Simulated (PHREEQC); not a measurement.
0.1 mol of Basaluminite (Al4(OH)10SO4) is brought to equilibrium with 1 kg of water holding 3.4 mmol/kgw LiCl, at 25 °C under several pressures of CO2. O2 is buffered at 0.21 atm. Names ending in (a), (am) or -a are amorphous solids. The run lets Basaluminite, Al(OH)3(a) precipitate or redissolve, and no other solid.

Computed with PHREEQC (ion-association model, wateq4f.dat).

```csv
log pCO2 (atm),pH,dissolved Al (mol/kgw),dissolved S (mol/kgw),CO2 (mol/kgw)
-5,6.18,2.39e-6,5.97e-7,3.40e-7
-4.5,6.12,2.36e-6,5.90e-7,1.08e-6
-4,5.99,2.40e-6,6.01e-7,3.40e-6
-3.5,5.79,2.75e-6,6.88e-7,1.08e-5
-3,5.57,3.67e-6,9.17e-7,3.40e-5
-2.5,5.35,5.56e-6,1.39e-6,0.000108
-2,5.14,9.42e-6,2.35e-6,0.000340
-1.5,4.94,1.75e-5,4.37e-6,0.00108
-1,4.75,3.47e-5,8.68e-6,0.00340
-0.5,4.57,7.22e-5,1.81e-5,0.0108
0,4.39,0.000156,3.89e-5,0.0340
```
